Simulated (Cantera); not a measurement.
Charge: 1 mol SiH4, a varied amount of N2O, 0.83 mol H2, held at 848.15 K and 1000 Pa.

Method: chemical equilibrium by Gibbs-energy minimisation in Cantera with the NASA 1993 tables (ideal gas, pure condensed phases). Candidate condensed phases: H2O, Si, SiO2, Si2N2O, Si3N4; 35 gas species. The numbers say what is thermodynamically allowed, not how fast it happens.

Problem. Which condensed phases are stable at each of these points (n(N2O) (mol)): 0.17, 0.5, 0.82, 1.2, 1.5, 1.8, 2.1?

Solution. 
| n(N2O) (mol) | condensed phases | Si condensed (%) |
|---|---|---|
| 0.17 | Si(s) + Si2N2O(s) | 100.0 |
| 0.5 | Si2N2O(s) | 100.0 |
| 0.82 | SiO2(β-quartz) + Si2N2O(s) | 100.0 |
| 1.2 | SiO2(β-quartz) + Si2N2O(s) | 100.0 |
| 1.5 | SiO2(β-quartz) + Si2N2O(s) | 100.0 |
| 1.8 | SiO2(β-quartz) + Si2N2O(s) | 100.0 |
| 2.1 | SiO2(β-quartz) | 100.0 |

At 0.17 mol N2O the condensed part is Si(s) + Si2N2O(s). At 0.5 mol N2O the condensed part is Si2N2O(s). From 0.82 mol N2O to 1.8 mol N2O the condensed part is SiO2(β-quartz) + Si2N2O(s). At 2.1 mol N2O the condensed part is SiO2(β-quartz).
